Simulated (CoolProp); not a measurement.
Properties of chlorine along the isotherm 339.7 K.

Values from CoolProp's reference Helmholtz-energy equation of state, Thol 2021.

```csv
p (bar),phase,density (kg/m³),expansivity (1/kK)
14.7,gas,42.69,4.752
29.4,liquid,1257,3.102
44.1,liquid,1265,2.969
58.8,liquid,1272,2.853
73.5,liquid,1279,2.751
88.2,liquid,1285,2.660
103,liquid,1292,2.578
118,liquid,1298,2.502
132,liquid,1303,2.438
147,liquid,1309,2.374
162,liquid,1315,2.316
176,liquid,1320,2.266
191,liquid,1325,2.215
```
